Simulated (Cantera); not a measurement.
Reactions in the system F-H

Cantera with NASA thermochemical tables; ideal gases at 1 bar, condensed phases pure. Values are per mole of reaction as written; species without (g) are pure solids or liquids, kept so even where they would boil at 1 bar.

F(g) + H(g) ⇌ HF(g)

```json
[
 {"T (K)": "300", "ΔH° (kJ)": "-570.0", "ΔS° (J/K)": "-99.8", "ΔG° (kJ)": "-540.0", "log10 K": "94.03"},
 {"T (K)": "2123", "ΔH° (kJ)": "-589.8", "ΔS° (J/K)": "-123.3", "ΔG° (kJ)": "-328.1", "log10 K": "8.07"},
 {"T (K)": "2323", "ΔH° (kJ)": "-591.2", "ΔS° (J/K)": "-123.9", "ΔG° (kJ)": "-303.4", "log10 K": "6.82"},
 {"T (K)": "2523", "ΔH° (kJ)": "-592.5", "ΔS° (J/K)": "-124.4", "ΔG° (kJ)": "-278.5", "log10 K": "5.77"},
 {"T (K)": "2723", "ΔH° (kJ)": "-593.7", "ΔS° (J/K)": "-124.9", "ΔG° (kJ)": "-253.6", "log10 K": "4.86"},
 {"T (K)": "2923", "ΔH° (kJ)": "-594.8", "ΔS° (J/K)": "-125.3", "ΔG° (kJ)": "-228.6", "log10 K": "4.08"}
]
```

H2(g) + 2 F(g) ⇌ 2 HF(g)

```json
[
 {"T (K)": "300", "ΔH° (kJ)": "-703.9", "ΔS° (J/K)": "-100.7", "ΔG° (kJ)": "-673.7", "log10 K": "117.30"},
 {"T (K)": "2123", "ΔH° (kJ)": "-724.9", "ΔS° (J/K)": "-126.0", "ΔG° (kJ)": "-457.4", "log10 K": "11.25"},
 {"T (K)": "2323", "ΔH° (kJ)": "-726.4", "ΔS° (J/K)": "-126.7", "ΔG° (kJ)": "-432.1", "log10 K": "9.72"},
 {"T (K)": "2523", "ΔH° (kJ)": "-727.8", "ΔS° (J/K)": "-127.3", "ΔG° (kJ)": "-406.7", "log10 K": "8.42"},
 {"T (K)": "2723", "ΔH° (kJ)": "-729.1", "ΔS° (J/K)": "-127.8", "ΔG° (kJ)": "-381.2", "log10 K": "7.31"},
 {"T (K)": "2923", "ΔH° (kJ)": "-730.4", "ΔS° (J/K)": "-128.2", "ΔG° (kJ)": "-355.6", "log10 K": "6.36"}
]
```
